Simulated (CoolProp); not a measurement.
A single-stage vapour-compression cycle with C2F6 (R116): evaporating at 201.15 K (dew point), condensing at 264.15 K (bubble point), superheat 10 K, subcooling 2 K, compressor efficiency 0.75, no pressure losses. Each further row changes one setting.

Computed with CoolProp (reference Helmholtz-energy equation of state, Lemmon 2006). It is a short technical equation, of lower accuracy than the large ones.

```csv
case,cooling COP,pressure ratio,discharge temperature (K),refrigerating effect (kJ/kg),volumetric capacity (kJ/m³)
as stated,1.40,10.4,284.0,55.4,635
evaporating temperature 206.15 K,1.64,8.14,…,58.0,…
condensing temperature 259.15 K,1.66,…,278.9,61.4,…
subcooling 7 K,1.56,10.4,284.0,61.5,…
superheat 20 K,1.48,10.4,…,61.9,673
compressor efficiency 0.65,1.22,10.4,290.8,55.4,635
```

Some entries are withheld; supply them.


- evaporating temperature 206.15 K, discharge temperature (K): 282.4
- evaporating temperature 206.15 K, volumetric capacity (kJ/m³): 837
- condensing temperature 259.15 K, pressure ratio: 9.00
- condensing temperature 259.15 K, volumetric capacity (kJ/m³): 704
- subcooling 7 K, volumetric capacity (kJ/m³): 705
- superheat 20 K, discharge temperature (K): 294.1
